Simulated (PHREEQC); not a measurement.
0.083 g of hydrous ferric oxide (600 m²/g; 0.2 weak and 0.005 strong sites per Fe, Dzombak-Morel constants, diffuse double layer) in 1 kg of water with 0.05 mol/kgw of an inert sodium salt and 3.2e-06 mol Na2SO4 and 3.3e-05 mol CuSO4, at 25 °C; the pH is set by adding NaOH or the inert anion's acid. Oxygen alone is held at its pressure in air (log pO2 = -0.68). The system is closed to CO2. Nothing may precipitate in this run.

Equilibrium calculation in PHREEQC: ion-association model, wateq4f.dat.

| pH | S sorbed (%) | Cu sorbed (%) | surface charge σ (C/m²) | surface potential ψ (mV) |
|---|---|---|---|---|
| 4 | 91.8 | 0.9 | 0.198 | 139 |
| 4.5 | ___ | 5.7 | 0.165 | 130 |
| 5 | 74.0 | 19.0 | 0.132 | 119 |
| 5.5 | 56.1 | 49.6 | 0.105 | 108 |
| 6 | 36.9 | 83.9 | ___ | 97 |
| 6.5 | 19.0 | 96.4 | 0.065 | 84 |
| 7 | 6.4 | 98.9 | 0.046 | 69 |
| 7.5 | 1.3 | 99.1 | 0.028 | 48 |
| 8 | 0.2 | ___ | 0.013 | 24 |
| 8.5 | 0.0 | 98.8 | 0.000 | -1 |
| 9 | 0.0 | 98.5 | -0.014 | -26 |
| 9.5 | 0.0 | 98.1 | -0.030 | -51 |
| 10 | 0.0 | 97.4 | -0.052 | -74 |
| 10.5 | 0.0 | 95.9 | -0.081 | -95 |
| 11 | 0.0 | 92.5 | -0.120 | -114 |
| 11.5 | 0.0 | 84.0 | -0.168 | -129 |
| 12 | 0.0 | 62.7 | -0.232 | -142 |

Some entries are withheld; supply them.


- 4.5, S sorbed (%): 86.0
- 6, surface charge σ (C/m²): 0.084
- 8, Cu sorbed (%): 99.0

Along this series the solution becomes supersaturated in solids that the run did not let form, among them Cu(OH)2. The database's constant for dissolved Cu(OH)2 is higher than later reviews accept.
